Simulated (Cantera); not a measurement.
Transport properties of process gases

Gas mixture: C₂H₆ : CO₂ : CH₃OH = 0.43 : 0.31 : 0.63 (molar parts), at 0.118 atm, frozen composition.

Cantera's kinetic-theory transport with the Lennard-Jones parameters of GRI-Mech 3.0, ideal gas; thermal conductivity in the multicomponent form. Polar gases are described roughly by these parameters. The composition is frozen, though it would react at the higher temperatures.

```csv
T (K),ρ (kg/m³),cp (J/kg/K),μ (µPa s),λ (mW/m/K),Pr,D (cm²/s) H₂,D (cm²/s) C₂H₂,D (cm²/s) CO₂
400,0.123,1565,14.3,29.7,0.754,8.66,1.72,1.59
650,0.0758,2147,22.3,63.6,0.753,19.9,4.24,3.95
900,0.0547,2553,29.2,99.0,0.753,34.5,7.57,7.10
1150,0.0428,2863,35.3,134,0.753,52.0,11.6,10.9
1400,0.0352,3080,40.8,167,0.752,72.2,16.2,15.3
1650,0.0299,3238,45.8,197,0.751,94.8,21.4,20.3
1900,0.0259,3352,50.5,226,0.750,120,27.2,25.7
2150,0.0229,3435,55.0,252,0.749,147,33.4,31.7
2400,0.0205,3497,59.2,277,0.748,176,40.2,38.1
```
D: mixture-averaged diffusion coefficient of that species in the mixture.
